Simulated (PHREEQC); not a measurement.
A PHREEQC input (ion-association model, phreeqc.dat):

```
SOLUTION 1
  temp 30
  units mg/kgw
  pH 7.52
  pe 8.3
  Na 231
  K 87.2 charge
  Ca 191
  Mg 101
  Cl 645
  S(6) 259 as SO4
  Alkalinity 383 as HCO3
  B 1.95
  Li 0.58
  Si 4.03 as SiO2
  Pb 24.4
END
USE solution 1
EQUILIBRIUM_PHASES 1
  Gypsum 0 0
  CO2(g) -3.4 10
END
```

The run finishes without an error or a warning.

Its last state differs from that of the intended input:

```csv
quantity,as run,intended
ionic strength (mol/kgw),0.0360,0.0363
KSO4- (mol/kgw),1.16e-5,1.55e-5
```

Question: One thing in the input isn't as intended. What explains the difference?

Answer: This is not unique; one that fits is The fault: charge balance asked on the minor ion K. The line should read `K 87.2` where the input has `K 87.2 charge`.
